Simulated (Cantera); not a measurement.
A freely propagating, adiabatic, planar premixed flame of H2 : O2 : N2 = 1 : 0.676 : 2.54 (molar parts), equivalence ratio 0.74, unburnt at 600 K and 7500 Torr; mixture-averaged transport, grid criteria slope 0.08 and curve 0.16, no radiation.

Computed with Cantera and the H2/O2 subset of GRI-Mech 3.0, which has no nitrogen chemistry. The hydrogen kinetics of GRI-Mech 3.0 are dated; newer H2 mechanisms differ, most at raised pressure. Burning velocities carry a grid error of a few per cent, more on coarse grids.

Q: What does this change do: O2 0.676 to 0.86 parts?

A: 
```json
[
 {"quantity": "laminar burning velocity", "before": "307 cm/s", "after": "255 cm/s"},
 {"quantity": "thermal thickness", "before": "0.0275 mm", "after": "0.0271 mm"},
 {"quantity": "peak x(OH)", "before": "0.0119", "after": "0.0111"},
 {"quantity": "peak x(H)", "before": "0.00731", "after": "0.00452"},
 {"quantity": "peak x(O)", "before": "0.00481", "after": "0.00476"}
]
```
Lean hydrogen flames are cellular in practice and burn faster than this planar one.

Q: What does this change do: 0.032 parts H2O added?

A: 
```csv
quantity,before,after
laminar burning velocity,307 cm/s,288 cm/s
thermal thickness,0.0275 mm,0.0279 mm
peak x(OH),0.0119,0.0114
peak x(H),0.00731,0.00664
peak x(O),0.00481,0.00440
```
